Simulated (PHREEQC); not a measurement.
Consider water at 25 °C with 0.00098 mol CaSO4, 5e-06 mol Na2HPO4 and 9.2e-08 mol H4SiO4 per kg of water. Closed to the air; pH follows from the charge balance.

Computed with PHREEQC (ion-association model, wateq4f.dat).

This is a speciation only: nothing precipitates in the calculation.

Question: Order these P species by the share of P that they hold, largest first: CaPO4-, H2PO4-, HPO4-2, CaHPO4, CaH2PO4+.

Answer: HPO4-2 (64 %), CaHPO4 (19 %), H2PO4- (15 %), CaPO4- (2.7 %), CaH2PO4+ (0.26 %)

The pH is 7.76 and the ionic strength 0.00355 mol/kgw. The solution is supersaturated, for example in Hydroxyapatite, so a real one may precipitate; this is no full list. Species that the database lacks are ignored. H3PO4, which wateq4f.dat lacks, is added to it with the constant of phreeqc.dat.
